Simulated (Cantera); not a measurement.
## Thermodynamics of hydrogen reduction and annealing atmospheres, feed Cr₂O₃ + H₂

A closed system holds: 1 mol Cr₂O₃, 0.33 mol H₂, equilibrated at 1 atm.

Method: chemical equilibrium by Gibbs-energy minimisation in Cantera with the NASA 1993 tables (ideal gas, pure condensed phases). Candidate condensed phases: Cr, Cr₂O₃, H₂O; 13 gas species. Mutual solubility and eutectic melting of coexisting phases are not modelled. The numbers say what is thermodynamically allowed, not how fast it happens.

From 1273 K to 1423 K the condensed part is Cr₂O₃(s). From 1473 K to 1823 K the condensed part is Cr(s) + Cr₂O₃(s).

```csv
T (K),x H₂,x H₂O,x H,x Cr,x CrO,x OH,x CrO₂,n Cr₂O₃(s),n Cr(s)
1273,1.000,0.000210,7.08e-7,2.19e-9,<1e-12,1.72e-12,<1e-12,1.000,0
1323,1.000,0.000328,1.58e-6,8.77e-9,<1e-12,7.48e-12,<1e-12,1.000,0
1373,1.000,0.000495,3.31e-6,3.17e-8,3.69e-12,2.92e-11,<1e-12,1.000,0
1423,0.999,0.000724,6.60e-6,1.04e-7,2.00e-11,1.04e-10,<1e-12,1.000,0
1473,0.999,0.00103,1.26e-5,3.15e-7,9.65e-11,3.38e-10,<1e-12,1.000,0.000227
1523,0.999,0.00144,2.29e-5,8.85e-7,4.19e-10,1.02e-9,<1e-12,1.000,0.000316
1573,0.998,0.00196,4.04e-5,2.32e-6,1.65e-9,2.86e-9,1.41e-12,1.000,0.000431
1623,0.997,0.00262,6.86e-5,5.72e-6,5.96e-9,7.55e-9,6.61e-12,1.000,0.000575
1673,0.996,0.00345,0.000113,1.33e-5,1.99e-8,1.88e-8,2.83e-11,1.000,0.000754
1723,0.995,0.00446,0.000181,2.95e-5,6.17e-8,4.43e-8,1.11e-10,1.000,0.000971
1773,0.994,0.00568,0.000282,6.23e-5,1.79e-7,9.97e-8,4.02e-10,0.999,0.00123
1823,0.992,0.00714,0.000429,0.000126,4.90e-7,2.15e-7,1.35e-9,0.999,0.00153
```
x: gas mole fraction; n: condensed amount in mol.
